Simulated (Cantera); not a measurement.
A Cantera script and what it prints.

```python
import numpy as np
import cantera as ct

gas_names = [...]  # 118 gases of nasa_gas.yaml made of C, Cl, F, H
cond_names = """
    C(gr) C6H6(L) C7H8(L) C8H18(L),n-octa
""".split()


# ... load() reads the species with a 1 bar reference pressure and builds the phases ...
atoms = {
    'CH3Cl': {'C': 1, 'H': 3, 'CL': 1},
    'F2': {'F': 2},
}
top_T = {'C(gr)': 4500}  # K; cautious upper limits of use, not melting points


# ... equilibrate(T, P, feed) seeds the gas with the atoms and calls Mixture.equilibrate('TP', solver="vcs", rtol=1e-11, max_steps=5000) ...
results = []
feed = {'CH3Cl': 1, 'F2': 0.19}  # mol
P = 420  # Pa
for T in [1650, 1800, 1950, 2100, 2250, 2400, 2550, 2700, 2850]:
    mix = equilibrate(T, P, feed)
    results.append((T, P, feed, dict(zip(mix.species_names, mix.species_moles))))
    x = sorted(zip(gas.X, gas.species_names), reverse=True)
    print(f"T = {T:g} K  P = {P:g} Pa  gas = {mix.phase_moles(0):.4g} mol")
    print("   x: " + "  ".join(f"{s} {v:.3e}" for v, s in x if v > 1e-06))
    print("   condensed (mol): " + ("  ".join(f"{mix.phase(i).name} {mix.phase_moles(i):.4g}"
          for i in range(1, mix.n_phases) if mix.phase_moles(i) > 1e-12) or "none"))
```

Result:

```
T = 1650 K  P = 420 Pa  gas = 2.192 mol
   x: HCL 4.554e-01  H2 3.695e-01  HF 1.734e-01  H 8.521e-04  CL 8.233e-04  C2H2,acetylene 1.686e-05
   condensed (mol): C(gr) 0.9999
T = 1800 K  P = 420 Pa  gas = 2.197 mol
   x: HCL 4.520e-01  H2 3.685e-01  HF 1.730e-01  H 3.354e-03  CL 3.149e-03  C2H2,acetylene 6.463e-05
   condensed (mol): C(gr) 0.9997
T = 1950 K  P = 420 Pa  gas = 2.213 mol
   x: HCL 4.423e-01  H2 3.654e-01  HF 1.717e-01  H 1.069e-02  CL 9.701e-03  C2H2,acetylene 1.997e-04  F 1.678e-06  CL2 1.074e-06
   condensed (mol): C(gr) 0.9991
T = 2100 K  P = 420 Pa  gas = 2.25 mol
   x: HCL 4.196e-01  H2 3.575e-01  HF 1.689e-01  H 2.874e-02  CL 2.482e-02  C2H2,acetylene 5.164e-04  F 8.219e-06  C2HCL 3.206e-06  CL2 2.294e-06  C2H 1.074e-06
   condensed (mol): C(gr) 0.9977
T = 2250 K  P = 420 Pa  gas = 2.33 mol
   x: HCL 3.757e-01  H2 3.398e-01  HF 1.630e-01  H 6.680e-02  CL 5.345e-02  C2H2,acetylene 1.138e-03  F 3.251e-05  C2HCL 9.185e-06  C2H 8.873e-06  CL2 4.018e-06  C4H2 1.555e-06  C3 1.547e-06
   condensed (mol): C(gr) 0.9946
T = 2400 K  P = 420 Pa  gas = 2.479 mol
   x: HCL 3.064e-01  H2 3.054e-01  HF 1.532e-01  H 1.356e-01  CL 9.704e-02  C2H2,acetylene 2.129e-03  F 1.084e-04  C2H 5.441e-05  C3 2.335e-05  C2HCL 2.068e-05  C 9.460e-06  C4H2 6.106e-06  CL2 5.639e-06  CF 2.567e-06  C2 2.112e-06  C2H2,vinylidene 1.166e-06
   condensed (mol): C(gr) 0.9888
T = 2550 K  P = 420 Pa  gas = 2.72 mol
   x: H2 2.487e-01  H 2.401e-01  HCL 2.189e-01  CL 1.486e-01  HF 1.393e-01  C2H2,acetylene 3.308e-03  F 3.192e-04  C2H 2.543e-04  C3 2.536e-04  C 7.773e-05  C2HCL 3.613e-05  C2 2.359e-05  C4H2 1.820e-05  CF 1.212e-05  CL2 6.223e-06  C2H2,vinylidene 3.043e-06  CH 2.705e-06  CH2 1.253e-06
   condensed (mol): C(gr) 0.9777
T = 2700 K  P = 420 Pa  gas = 3.058 mol
   x: H 3.663e-01  CL 1.940e-01  H2 1.745e-01  HCL 1.329e-01  HF 1.233e-01  C2H2,acetylene 4.116e-03  C3 2.095e-03  C2H 9.168e-04  F 8.760e-04  C 5.045e-04  C2 2.006e-04  CF 5.041e-05  C2HCL 4.849e-05  C4H2 4.032e-05  C5 1.397e-05  CH 1.063e-05  C2H2,vinylidene 5.990e-06  CL2 5.415e-06  C4 2.748e-06  CCL 2.685e-06  CH2 2.356e-06
   condensed (mol): C(gr) 0.9459
T = 2850 K  P = 420 Pa  gas = 3.471 mol
   x: H 4.769e-01  CL 2.202e-01  HF 1.069e-01  H2 1.010e-01  HCL 6.779e-02  C3 1.375e-02  C2H2,acetylene 3.969e-03  C 2.685e-03  C2H 2.567e-03  F 2.348e-03  C2 1.356e-03  CF 1.955e-04  C5 1.560e-04  C4H2 6.500e-05  C2HCL 5.018e-05  CH 3.221e-05  C4 2.964e-05  C2H2,vinylidene 8.687e-06  CCL 7.143e-06  CL2 3.824e-06  CH2 3.283e-06  C2HF 1.962e-06  C6H2 1.126e-06
   condensed (mol): C(gr) 0.7874
```

These are equilibrium values from Cantera (NASA tables, ideal gas, pure condensed phases), not measurements of a reactor.
